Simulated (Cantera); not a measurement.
A Cantera script and what it prints.

```python
import numpy as np
import cantera as ct

gas_names = [...]  # 151 gases of nasa_gas.yaml made of C, H, N, O, Si
cond_names = """
    C(gr) C6H6(L) C7H8(L) C8H18(L),n-octa H2O(s) H2O(L) Si(cr) Si(L) SiC(b) SiO2(Lqz) SiO2(hqz) SiO2(L)
    Si2N2O(s) Si3N4(a)
""".split()


# ... load() reads the species with a 1 bar reference pressure and builds the phases ...
atoms = {
    'SiC': {'Si': 1, 'C': 1},
    'N2O': {'N': 2, 'O': 1},
    'H2': {'H': 2},
}
top_T = {'C(gr)': 4500, 'SiC(b)': 3050, 'Si2N2O(s)': 2100, 'Si3N4(a)': 2400}  # K; cautious upper limits of use, not melting points


# ... equilibrate(T, P, feed) seeds the gas with the atoms and calls Mixture.equilibrate('TP', solver="vcs", rtol=1e-11, max_steps=5000) ...
results = []
feed = {'SiC': 1, 'N2O': 0.028, 'H2': 110}  # mol
T = 1698  # K
P = 170000  # Pa
mix = equilibrate(T, P, feed)
results.append((T, P, feed, dict(zip(mix.species_names, mix.species_moles))))
print(gas.report(threshold=0.0001))
for i in range(1, mix.n_phases):
    print(f"{mix.phase(i).name:16s} {mix.phase_moles(i):12.5e} mol")
```

Output:

```
       temperature   1698 K
          pressure   1.7e+05 Pa
           density   0.024482 kg/m^3
  mean mol. weight   2.0332 kg/kmol
   phase of matter   gas

                          1 kg             1 kmol
                     ---------------   ---------------
          enthalpy        2.1058e+07        4.2816e+07  J
   internal energy        1.4115e+07        2.8698e+07  J
           entropy             87864        1.7864e+05  J/K
    Gibbs function       -1.2813e+08       -2.6052e+08  J
 heat capacity c_p             16295             33131  J/K
 heat capacity c_v             12206             24816  J/K

                      mass frac. Y      mole frac. X     chem. pot. / RT
                     ---------------   ---------------   ---------------
                 H        5.4964e-05        0.00011086           -9.2207
                H2           0.99084           0.99929           -18.441
                N2         0.0034802        0.00025258           -34.155
               SiO         0.0036377        0.00016777           -44.354
     [ +147 minor]         0.0019887        0.00018139

C(gr)             0.00000e+00 mol
Si(L)             0.00000e+00 mol
SiC(b)            9.80918e-01 mol
SiO2(L)           0.00000e+00 mol
Si2N2O(s)         0.00000e+00 mol
Si3N4(a)          0.00000e+00 mol
```

Method: chemical equilibrium by Gibbs-energy minimisation in Cantera with the NASA 1993 tables (ideal gas, pure condensed phases).
